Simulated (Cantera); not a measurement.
# Hydrocarbon pyrolysis for carbon deposition

An isothermal, constant-pressure homogeneous reactor starts with CH4 : H2 = 1 : 32 (molar parts), at 1525 K and 0.0133 bar.

Detailed kinetics in Cantera: GRI-Mech 3.0 (53 species, 325 reactions). GRI-Mech 3.0 stops at C3 and has no aromatics, soot or wall deposition, so with more carbon than oxygen in the feed, carbon stays in small species such as C2H2 where larger ones or solid carbon would form. Radical loss at walls, strong at low pressure, is not modelled.

| t (s) | x CH4 | x H2 | x C2H4 | x C2H6 | x C2H | x CH3 | x C2H2 |
|---|---|---|---|---|---|---|---|
| 5.00e-5 | 0.0303 | 0.970 | <1e-12 | <1e-12 | <1e-12 | 1.91e-8 | <1e-12 |
| 0.000188 | 0.0303 | 0.970 | <1e-12 | <1e-12 | <1e-12 | 6.53e-8 | <1e-12 |
| 0.000707 | 0.0303 | 0.970 | <1e-12 | <1e-12 | <1e-12 | 2.34e-7 | <1e-12 |
| 0.00266 | 0.0303 | 0.970 | 2.43e-11 | 2.04e-11 | <1e-12 | 8.68e-7 | <1e-12 |
| 0.0100 | 0.0303 | 0.970 | 1.31e-9 | 8.79e-10 | <1e-12 | 3.25e-6 | 7.66e-12 |
| 0.0376 | 0.0303 | 0.970 | 7.07e-8 | 2.48e-8 | <1e-12 | 1.22e-5 | 2.24e-9 |
| 0.141 | 0.0302 | 0.970 | 3.29e-6 | 3.19e-7 | <1e-12 | 4.36e-5 | 8.73e-7 |
| 0.532 | 0.0299 | 0.970 | 2.78e-5 | 1.14e-6 | 3.54e-11 | 9.74e-5 | 0.000100 |
| 2.00 | 0.0284 | 0.970 | 3.05e-5 | 1.13e-6 | 3.15e-10 | 9.88e-5 | 0.000837 |
x: mole fraction; the columns are a selection and need not sum to one.

Equilibrium at this temperature and pressure: CH4 0.00101, H2 0.985, C2H4 4.10e-5, C2H6 3.85e-9, C2H 6.46e-9, CH3 4.24e-6, C2H2 0.0142 (gas phase only).
